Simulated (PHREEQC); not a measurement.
Make-up at 73 °C: 0.019 mol/kgw NaNO3. Closed to the air; pH follows from the charge balance.

The numbers come from PHREEQC with the ion-association model, phreeqc.dat.

Each row changes one thing in this solution. No solid was allowed to form.

```csv
case,pH,ionic strength (mol/kgw)
as made,6.36,0.0190
NaNO3 from 0.019 to 0.0171 mol/kgw,6.36,0.0171
NaNO3 replaced by Na2SiO3 at the same molality,?,0.0396
temperature from 73 to 55 °C,6.56,0.0190
diluted 100-fold with water,6.36,?
NaNO3 from 0.019 to 0.038 mol/kgw,6.36,0.0380
temperature from 73 to 70 °C,6.39,0.0190
```

Problem. Fill in the missing entries.

Solution. 
- NaNO3 replaced by Na2SiO3 at the same molality, pH: 10.89
- diluted 100-fold with water, ionic strength (mol/kgw): 0.000190

Complexes and solids missing from the database can't appear. Away from 25 °C the constants follow the database's enthalpies or fits; those with neither stay at their 25 °C values.
